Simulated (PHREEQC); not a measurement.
Make-up at 25 °C: 0.033 mol NH4Cl and 0.004 mol Na2B4O7 per kg of water. Closed to the air; pH follows from the charge balance.

Equilibrium calculation in PHREEQC: ion-association model, phreeqc.dat.

Each row changes one thing in this solution. Precipitation was switched off in this run.

```
case                                            pH  ionic strength (mol/kgw)  SI of Halite (NaCl)
--------------------------------------------  ----  ------------------------  -------------------
as made                                       8.56                    0.0362                -5.30
Na2B4O7 replaced by NaF at the same molality  5.80                    0.0370                -5.60
diluted 5-fold with water                     8.54                   0.00718                -6.62
NH4Cl replaced by KCl at the same molality    9.15                    0.0410                -5.31
```

Species that the database lacks are ignored.
